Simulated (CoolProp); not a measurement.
Vapour-liquid equilibrium of methanol (1) + toluene (2) at 116 kPa; x and y are mole fractions of (1).

Model: multi-fluid Helmholtz-energy mixture model, de Reuck 1993 and Lemmon 2006; pair parameters Bell 2016, in CoolProp.

Question: Give the bubble temperature and the first vapour's composition at x = 0.05, 0.5, 0.65. Is there an azeotrope?

Answer: x = 0.05: 88.8 °C, y = 0.551; x = 0.5: 69.2 °C, y = 0.789; x = 0.65: 68.7 °C, y = 0.801. y crosses x between x = 0.8 and 0.95: the model has an azeotrope there.

The pair parameters rest on a limited set of measurements; away from them the model extrapolates. With so large a gap from Raoult's law the liquid may split in two, which this calculation doesn't test in full.
